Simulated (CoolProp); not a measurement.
R404A at 408.56 K and 2.32 MPa flows at 1 m/s in a round tube of 20 mm bore and 15 µm roughness, fully developed (64/Re and Nu = 3.66 if laminar; Colebrook and Gnielinski if turbulent). Each further row changes one setting.

Computed with CoolProp (reference Helmholtz-energy equation of state, Lemmon 2003). It is a pseudo-pure fit of the blend.

| case | Reynolds number | Darcy friction factor | pressure drop (Pa/m) | heat-transfer coefficient (W/(m² K)) | mass flow (kg/h) |
|---|---|---|---|---|---|
| as stated | 87300 | 0.0216 | 41.4 | 256 | ? |
| velocity 2 m/s | 175000 | ? | ? | 479 | 173 |
| diameter 40 mm | 175000 | 0.0184 | ? | 218 | ? |

Question: Complete the blanks.

Answer: 
- as stated, mass flow (kg/h): 86.6
- velocity 2 m/s, Darcy friction factor: 0.0202
- velocity 2 m/s, pressure drop (Pa/m): 155
- diameter 40 mm, pressure drop (Pa/m): 17.6
- diameter 40 mm, mass flow (kg/h): 347

Viscosity comes from a separate model (Geller 2000). Thermal conductivity comes from a separate model (Geller 2001).
